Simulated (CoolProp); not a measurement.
Model: reference Helmholtz-energy equation of state, Schmidt 1985, in CoolProp.

Task: Give the vapour pressure (MPa), vapour density (kg/m³), surface tension (mN/m), liquid viscosity (µPa s) of saturated oxygen at -186.45, -146.55 °C.

Result: 
```tsv
T (°C)	p (MPa)	vapour density (kg/m³)	surface tension (mN/m)	liquid viscosity (µPa s)
-186.45	0.0693	3.15	14.0	214
-146.55	1.47	56.9	4.74	84.0
```

Viscosity comes from a separate model (Lemmon 2004). Surface tension comes from a separate correlation (Mulero 2012).
